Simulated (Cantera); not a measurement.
An isothermal plug-flow reactor at 700 K and 225 Torr (inlet), inlet velocity 3.4 m/s, active area per volume 3400 1/m; feed 2.87 % CO, 4.04 % O₂, 84.0 % N₂, 9.04 % H₂O.

Computed with Cantera and Deutschmann's 1995 Pt surface mechanism with GRI-Mech 3.0 gas chemistry. Catalytic surfaces can have several steady states; this one follows from the mechanism file's or the stated starting coverage. Mass transfer to the wall is taken as infinitely fast.

Question: Predict: x(CO) at z = 0.014 m; x(O₂) at z = 0.014 m; x(H₂O) at z = 0.014 m; x(CO₂) at z = 0.014 m; θ(free Pt) at the exit; θ(O*) at the exit; θ(OH*) at the exit.

Answer: 
| Quantity | Value |
|---|---|
| x(CO) at z = 0.014 m | 0.000286 |
| x(O₂) at z = 0.014 m | 0.0266 |
| x(H₂O) at z = 0.014 m | 0.0917 |
| x(CO₂) at z = 0.014 m | 0.0289 |
| θ(free Pt) at the exit | 0.0262 |
| θ(O*) at the exit | 0.969 |
| θ(OH*) at the exit | 0.00516 |
